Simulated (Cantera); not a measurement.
A Cantera script and what it prints.

```python
import numpy as np
import cantera as ct

gas_names = [...]  # 95 gases of nasa_gas.yaml made of C, F, H
cond_names = """
    C(gr) C6H6(L) C7H8(L) C8H18(L),n-octa
""".split()


# ... load() reads the species with a 1 bar reference pressure and builds the phases ...
atoms = {
    'CH3F': {'C': 1, 'H': 3, 'F': 1},
    'H2': {'H': 2},
    'CH4': {'C': 1, 'H': 4},
}
top_T = {'C(gr)': 4500}  # K; cautious upper limits of use, not melting points


# ... equilibrate(T, P, feed) seeds the gas with the atoms and calls Mixture.equilibrate('TP', solver="vcs", rtol=1e-11, max_steps=5000) ...
results = []
feed = {'CH3F': 1, 'H2': 0.088, 'CH4': 0.058}  # mol
P = 110  # Pa
for T in [1950, 2050, 2150, 2250, 2350, 2450, 2550]:
    mix = equilibrate(T, P, feed)
    results.append((T, P, feed, dict(zip(mix.species_names, mix.species_moles))))

top = {s: max(r[3][s] / sum(r[3][g] for g in gas_names) for r in results) for s in gas_names}
cols = sorted((s for s in top if top[s] > 1e-06), key=lambda s: -top[s])[:5]
seen = [c for c in cond_names if any(r[3].get(c, 0) > 1e-12 for r in results)]
print("log10 of partial pressures in bar; condensed amounts in mol")
print(f"{'T/K':>10s}" + "".join(f"{s[:9]:>10s}" for s in cols + seen))
for T, P, feed, n in results:
    ng = sum(n[g] for g in gas_names)
    print(f"{T:10.4g}" + "".join(f"{np.log10(max(n[s] / ng * P / 1e5, 1e-99)):10.3f}" for s in cols)
          + "".join(f"{n.get(c, 0):10.4g}" for c in seen))
```

It prints:

```
log10 of partial pressures in bar; condensed amounts in mol
       T/K        H2        HF         H C2H2,acet         F     C(gr)
      1950    -3.237    -3.307    -4.559    -6.500    -8.106     1.057
      2050    -3.253    -3.313    -4.271    -6.227    -7.630     1.056
      2150    -3.280    -3.321    -4.015    -5.993    -7.196     1.054
      2250    -3.324    -3.335    -3.791    -5.799    -6.796     1.051
      2350    -3.393    -3.355    -3.601    -5.651    -6.423     1.047
      2450    -3.495    -3.381    -3.444    -5.554    -6.068     1.042
      2550    -3.637    -3.411    -3.324    -5.513    -5.723      1.03
```

Equilibrium computed with Cantera from the NASA thermochemical tables; the gas is ideal and each condensed phase is pure.
